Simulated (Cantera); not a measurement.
Feed: 1 mol SiH4, 0.52 mol C3H8, 2.2 mol H2, held at 2125 °C and 900 Pa.

Method: chemical equilibrium by Gibbs-energy minimisation in Cantera with the NASA 1993 tables (ideal gas, pure condensed phases). Candidate condensed phases: C, C6H6, C7H8, C8H18, Si, SiC; 87 gas species. Gases not in the tables: Si2H6 and higher silanes. The numbers say what is thermodynamically allowed, not how fast it happens.

Base state: H2 0.788, H 0.147, Si 0.0444, SiC2 0.00847, C2H2 (acetylene) 0.00544, Si2C 0.00482, SiH 0.00116, Si2 0.000189 (mole fractions); condensed: C(graphite) + SiC(s).

Problem. What changes in the equilibrium state with this change: temperature from 2125 °C to 1000 °C?

Solution. 
| species | before | after |
|---|---|---|
| H2 | 0.788 | 1.000 |
| CH4 | 9.96e-7 | 8.45e-5 |
| H | 0.147 | 7.52e-6 |
| Si | 0.0444 | <1e-9 |
| SiC2 | 0.00847 | <1e-9 |
| Si2C | 0.00482 | <1e-9 |
| C(graphite), mol | 0.786 | 0.559 |
| SiC(s), mol | 0.536 | 1.00 |
